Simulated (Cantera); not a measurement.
Input: 1 mol acetone, 1.1 mol NH3, 0.89 mol N2, 0.69 mol H2, at 360 Pa.

Cantera equilibrium calculation (NASA polynomials, part measured and part estimated; ideal gas, pure solids and liquids). Candidate condensed phases: C, C6H6, C7H8, C8H18, H2O; 136 gas species. The feed counts by its element totals alone. Kinetics and transport are ignored.

What share of the C ends up in condensed phases as a function of T (K), at 1375, 1475, 1575, 1675, 1775, 1875, 1975, 2075, 2175, 2275, 2375?


| T (K) | C condensed (%) | as |
|---|---|---|
| 1375 | 66.6 | C(graphite) |
| 1475 | 66.6 | C(graphite) |
| 1575 | 66.5 | C(graphite) |
| 1675 | 66.3 | C(graphite) |
| 1775 | 66.1 | C(graphite) |
| 1875 | 65.7 | C(graphite) |
| 1975 | 65.2 | C(graphite) |
| 2075 | 64.4 | C(graphite) |
| 2175 | 63.3 | C(graphite) |
| 2275 | 61.8 | C(graphite) |
| 2375 | 60.0 | C(graphite) |
